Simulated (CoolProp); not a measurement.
A closed Brayton cycle with carbon dioxide: compressor inlet 316.15 K and 7.8 MPa, high pressure 22.8 MPa, turbine inlet 970 K, compressor efficiency 0.8, turbine efficiency 0.9, recuperator effectiveness 0.8 (on enthalpy, no pinch check). Each further row changes one setting.

The numbers come from the reference Helmholtz-energy equation of state, Span 1996 in CoolProp.

```tsv
case	thermal efficiency (%)	net work (kJ/kg)	compressor to turbine work	compressor exit (K)	turbine exit (K)
as stated	…	113	0.32	403.0	828.7
turbine inlet 920 K	31.4	103	0.34	403.0	783.6
compressor inlet 326.15 K	…	104	0.38	422.0	828.7
high pressure 19.4 MPa	30.3	…	0.31	…	849.2
recuperator effectiveness 0.5	22.7	113	0.32	403.0	828.7
```

Q: What belongs in the gaps?

A: 
- as stated, thermal efficiency (%): 32.3
- compressor inlet 326.15 K, thermal efficiency (%): 31.3
- high pressure 19.4 MPa, net work (kJ/kg): 98.9
- high pressure 19.4 MPa, compressor exit (K): 389.5
